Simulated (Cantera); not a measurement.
Mixture: CH₄ : O₂ : N₂ = 1 : 1.54 : 10.5 (molar parts), at 0.520 bar, adiabatic and at constant pressure. Ignition delay is the time to a rise of 400 K.

Model: GRI-Mech 3.0 (53 species, 325 reactions), integrated in Cantera.

Task: What does this change do: 0.16 parts H2 added?

Result: 
```tsv
quantity	before	after
delay at 1075 K	1.16 s	0.164 s
delay at 1125 K	0.512 s	91.6 ms
delay at 1175 K	0.236 s	51.2 ms
delay at 1225 K	0.113 s	28.8 ms
delay at 1275 K	55.6 ms	16.4 ms
delay at 1325 K	28.4 ms	9.56 ms
apparent activation energy between 1225 and 1325 K	190 kJ/mol	150 kJ/mol
```

Task: What does this change do: constant volume in place of constant pressure?

Result: 
| quantity | before | after |
|---|---|---|
| delay at 1075 K | 1.16 s | 1.12 s |
| delay at 1125 K | 0.512 s | 0.490 s |
| delay at 1175 K | 0.236 s | 0.225 s |
| delay at 1225 K | 0.113 s | 0.107 s |
| delay at 1275 K | 55.6 ms | 52.7 ms |
| delay at 1325 K | 28.4 ms | 26.8 ms |
| apparent activation energy between 1225 and 1325 K | 190 kJ/mol | 190 kJ/mol |

Task: What does this change do: 0.044 parts H2 added?

Result: 
```tsv
quantity	before	after
delay at 1075 K	1.16 s	0.560 s
delay at 1125 K	0.512 s	0.279 s
delay at 1175 K	0.236 s	0.140 s
delay at 1225 K	0.113 s	71.4 ms
delay at 1275 K	55.6 ms	37.3 ms
delay at 1325 K	28.4 ms	19.9 ms
apparent activation energy between 1225 and 1325 K	190 kJ/mol	170 kJ/mol
```
